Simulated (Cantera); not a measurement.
A perfectly stirred reactor is fed with 2.63 % H2, 97.4 % O2, at 1.73 Torr; it is held at 1423 K, and followed from long to short residence time.

Detailed kinetics in Cantera: the H2/O2 subset of GRI-Mech 3.0, which has no nitrogen chemistry. Radical loss at walls, strong at low pressure, is not modelled.

x: mole fraction; the columns are a selection and need not sum to one.

```csv
τ (s),x H2,x O2,x H,x HO2,x O
1.5,0.000235,0.954,0.00128,1.55e-7,0.0174
0.77,0.000275,0.952,0.00147,1.62e-7,0.0191
0.41,0.000326,0.951,0.00161,1.66e-7,0.0201
0.21,0.000411,0.950,0.00171,1.70e-7,0.0206
0.11,0.000558,0.950,0.00179,1.75e-7,0.0207
0.058,0.000824,0.950,0.00188,1.80e-7,0.0204
0.031,0.00129,0.951,0.00199,1.88e-7,0.0198
0.016,0.00218,0.952,0.00211,1.97e-7,0.0186
0.0084,[?],0.953,0.00220,2.06e-7,[?]
0.0044,[?],0.956,0.00216,2.11e-7,[?]
```

Q: Fill in the missing entries.

A: 
- 0.0084, x H2: 0.00372
- 0.0084, x O: 0.0167
- 0.0044, x H2: 0.00638
- 0.0044, x O: 0.0140
